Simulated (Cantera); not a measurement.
An adiabatic, constant-pressure homogeneous reactor starts with 28.4 % CO, 3.13 % H2, 14.4 % O2, 54.1 % N2, equivalence ratio 1.1, at 1350 K and 3.60 bar.

Detailed kinetics in Cantera: GRI-Mech 3.0 (53 species, 325 reactions). The hydrogen kinetics of GRI-Mech 3.0 are dated; newer H2 mechanisms differ, most at raised pressure.

x: mole fraction; the columns are a selection and need not sum to one.

| t (s) | T (K) | x CO | x H2 | x O2 | x H2O2 | x NO | x N2O | x O |
|---|---|---|---|---|---|---|---|---|
| 7.00e-6 | 1350 | 0.284 | 0.0312 | 0.144 | 3.80e-8 | 1.86e-12 | 1.37e-10 | 2.17e-5 |
| 1.39e-5 | 1453 | 0.272 | 0.0142 | 0.126 | 3.83e-6 | 4.07e-7 | 6.73e-8 | 0.00702 |
| 2.75e-5 | 2158 | 0.166 | 0.00360 | 0.0568 | 2.59e-7 | 7.12e-5 | 6.67e-7 | 0.0284 |
| 5.44e-5 | 2534 | [?] | [?] | [?] | [?] | [?] | [?] | [?] |
| 0.000108 | 2750 | 0.121 | 0.00232 | 0.0393 | 1.05e-7 | 0.00123 | 9.57e-7 | 0.00872 |
| 0.000213 | 2837 | 0.111 | 0.00207 | 0.0343 | 1.25e-7 | [?] | 1.06e-6 | 0.00657 |
| 0.000422 | 2843 | 0.110 | 0.00206 | 0.0323 | 1.25e-7 | 0.00657 | 1.09e-6 | 0.00612 |
| 0.000837 | 2837 | 0.110 | 0.00207 | 0.0308 | 1.22e-7 | 0.0101 | 1.13e-6 | 0.00584 |
| 0.00166 | 2834 | 0.110 | 0.00208 | 0.0299 | 1.19e-7 | 0.0122 | 1.16e-6 | 0.00568 |
| 0.00328 | 2833 | 0.110 | 0.00209 | 0.0297 | 1.19e-7 | 0.0126 | 1.17e-6 | 0.00565 |
| 0.00650 | 2833 | 0.110 | 0.00209 | 0.0297 | 1.19e-7 | 0.0126 | 1.17e-6 | 0.00565 |
| 0.0129 | 2833 | 0.110 | 0.00209 | 0.0297 | 1.19e-7 | 0.0126 | 1.17e-6 | 0.00565 |
| 0.0255 | 2833 | 0.110 | 0.00209 | 0.0297 | 1.19e-7 | 0.0126 | 1.17e-6 | 0.00565 |
| 0.0505 | 2833 | 0.110 | 0.00209 | 0.0297 | 1.19e-7 | 0.0126 | 1.17e-6 | 0.00565 |
| 0.100 | 2833 | 0.110 | 0.00209 | 0.0297 | 1.19e-7 | 0.0126 | 1.17e-6 | 0.00565 |

Problem. Fill in the missing entries.

Solution. 
- 5.44e-5, x CO: 0.140
- 5.44e-5, x H2: 0.00292
- 5.44e-5, x O2: 0.0476
- 5.44e-5, x H2O2: 1.14e-7
- 5.44e-5, x NO: 0.000336
- 5.44e-5, x N2O: 8.00e-7
- 5.44e-5, x O: 0.0149
- 0.000213, x NO: 0.00330
